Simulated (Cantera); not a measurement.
# Thermodynamics of silicon nitride deposition, feed trisilylamine + NH3 + N2

A closed system holds: 1 mol trisilylamine, 1.1 mol NH3, 4.1 mol N2, at 6.50 mbar.

Equilibrium computed with Cantera from the NASA thermochemical tables; the gas is ideal and each condensed phase is pure. Candidate condensed phases: Si, Si3N4; 18 gas species. The feed counts by its element totals alone. Mutual solubility and eutectic melting of coexisting phases are not modelled. The tables' values for SiN are old estimates; treat these amounts as uncertain. Gases not in the tables: Si2H6 and higher silanes. Equilibrium is a limit: real reactors are often held back by kinetics, nucleation or transport.

| T (K) | x H2 | x N2 | x H | x Si | x SiH | x Si2N | x SiH2 | x SiN | n Si3N4(s) | n Si(l) |
|---|---|---|---|---|---|---|---|---|---|---|
| 1323 | 0.661 | 0.339 | 1.60e-5 | 7.53e-11 | 3.62e-11 | <1e-12 | 4.11e-10 | 1.07e-11 | 1.00 | 0 |
| 1373 | 0.661 | 0.339 | 3.36e-5 | 7.45e-10 | 2.78e-10 | 1.29e-12 | 2.07e-9 | 8.12e-11 | 1.00 | 0 |
| 1423 | 0.661 | 0.339 | 6.70e-5 | 6.26e-9 | 1.84e-9 | 1.94e-11 | 9.28e-9 | 5.33e-10 | 1.00 | 0 |
| 1473 | 0.661 | 0.339 | 0.000128 | 4.54e-8 | 1.07e-8 | 2.41e-10 | 3.75e-8 | 3.08e-9 | 1.00 | 0 |
| 1523 | 0.661 | 0.339 | 0.000233 | 2.89e-7 | 5.54e-8 | 2.54e-9 | 1.38e-7 | 1.58e-8 | 1.000 | 0 |
| 1573 | 0.661 | 0.339 | 0.000410 | 1.63e-6 | 2.57e-7 | 2.30e-8 | 4.67e-7 | 7.30e-8 | 1.000 | 0 |
| 1623 | 0.661 | 0.339 | 0.000697 | 8.26e-6 | 1.09e-6 | 1.80e-7 | 1.47e-6 | 3.06e-7 | 1.000 | 0 |
| 1673 | 0.660 | 0.339 | 0.00115 | 3.79e-5 | 4.19e-6 | 1.25e-6 | 4.29e-6 | 1.18e-6 | 1.000 | 0 |
| 1723 | 0.634 | 0.364 | 0.00180 | 0.000151 | 1.40e-5 | 7.26e-6 | 1.08e-5 | 4.13e-6 | 0.813 | 0.560 |
| 1773 | 0.542 | 0.455 | 0.00260 | 0.000328 | 2.40e-5 | 1.42e-5 | 1.34e-5 | 8.56e-6 | 0 | 3.00 |
| 1823 | 0.541 | 0.455 | 0.00395 | 0.000680 | 4.31e-5 | 2.40e-5 | 1.90e-5 | 1.53e-5 | 0 | 2.99 |
x: gas mole fraction; n: condensed amount in mol.

From 1323 K to 1673 K the condensed part is Si3N4(s). At 1723 K the condensed part is Si(l) + Si3N4(s). From 1773 K to 1823 K the condensed part is Si(l).
